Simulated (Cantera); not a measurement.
Cantera run:

```python
import numpy as np
import cantera as ct

gas_names = """
    H2 H2O2
""".split()
cond_names = """
    CaO2H2(s) CaO(s) CaO(L)
""".split()


# ... load() reads the species with a 1 bar reference pressure and builds the phases ...
species = {s.name: s for s in load("nasa_gas.yaml", gas_names) + load("nasa_condensed.yaml", cond_names)}
# Each term lists the table entries of one substance; the one whose range holds T is used.
reactions = {
    '2 Ca(OH)2 = H2(g) + H2O2(g) + 2 CaO':
        [(-2, ['CaO2H2(s)']), (1, ['H2']), (1, ['H2O2']), (2, ['CaO(s)', 'CaO(L)'])],
}


def pick(names, T):
    return next(species[n] for n in names if species[n].thermo.min_temp <= T <= species[n].thermo.max_temp)


results = []
for label, terms in reactions.items():
    print(label)
    print("     T/K   dH/kJ  dS/(J/K)   dG/kJ   log10 K")
    for T in [525, 550, 575, 600, 625, 650, 675, 700, 725, 750, 775]:
        used = [(nu, pick(names, T)) for nu, names in terms]
        dH = sum(nu * s.thermo.h(T) for nu, s in used) / 1e6
        dS = sum(nu * s.thermo.s(T) for nu, s in used) / 1e3
        dG = dH - T * dS / 1e3
        logK = -dG * 1e6 / (ct.gas_constant * T * np.log(10))
        results.append((label, T, dH, dS, dG, logK, [s.name for _, s in used]))
        print(f"{T:8g} {dH:8.1f} {dS:8.1f} {dG:8.1f} {logK:8.2f}")
```

Result:

```
2 Ca(OH)2 = H2(g) + H2O2(g) + 2 CaO
     T/K   dH/kJ  dS/(J/K)   dG/kJ   log10 K
     525    559.5    259.7    423.2   -42.10
     550    558.7    258.2    416.7   -39.57
     575    558.0    256.8    410.3   -37.27
     600    557.2    255.5    403.9   -35.16
     625    556.4    254.2    397.5   -33.22
     650    555.6    253.0    391.2   -31.43
     675    554.8    251.8    384.8   -29.78
     700    554.0    250.6    378.6   -28.25
     725    553.2    249.5    372.3   -26.82
     750    552.4    248.4    366.1   -25.50
     775    551.5    247.3    359.9   -24.26
```

Standard-state values (1 bar) from the NASA 1993 polynomials, evaluated with Cantera. Condensed species are held in their standard states even where they would react or evaporate.
